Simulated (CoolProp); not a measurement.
Vapour-liquid equilibrium of acetone (1) + n-hexane (2) at 82.75 °C; x and y are mole fractions of (1).

Model: multi-fluid Helmholtz-energy mixture model, Lemmon 2006 and Thol 2019; pair parameters Bell 2016, in CoolProp.

```csv
x,"bubble pressure, mixture model (kPa)","bubble pressure, Raoult's law (kPa)","y, mixture model","y, Raoult's law"
0.05,185.0,158.3,0.194,0.074
0.15,225.7,166.2,0.382,0.211
0.25,248.8,174.1,0.475,0.335
0.35,262.2,182.0,0.532,0.449
0.45,270.0,189.9,0.575,0.553
0.55,274.3,197.7,0.612,0.649
0.65,275.9,205.6,0.652,0.737
0.75,274.0,213.5,0.702,0.819
0.85,266.6,221.4,0.775,0.895
0.95,248.7,229.3,0.899,0.966
```

The largest gap from Raoult's law is +44.1 % in bubble pressure, at x = 0.35. y crosses x between x = 0.65 and 0.75: the model has an azeotrope there.

Pair parameters are fitted to limited data, so mixtures are less certain than the pure fluids.
